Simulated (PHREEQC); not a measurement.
Synthetic water in mg/L, 25 °C, pH 6.07, pe 8.9: Na 7.47; K 0.186; Ca 4.32; Mg 0.156; Cl 11.4; S(6) as SO4 2.42; Alkalinity as HCO3 10.9; Si as SiO2 0.0333; O(0) (dissolved oxygen) 0.00111; Sr 0.699; Ni 0.0612; Pb 3.15.

Valence states are taken as typed.

Computed with PHREEQC (ion-association model, wateq4f.dat).

This is a speciation only: nothing precipitates in the calculation.

Q: Predict the charge-balance error.

A: charge-balance error 4.9 %.

Q: In which forms is C present?

A: CO2 65 %, HCO3- 35 % of the C.

The solution is supersaturated, for example in Cerrusite, so a real one may precipitate; this is no full list. Species that the database lacks are ignored.
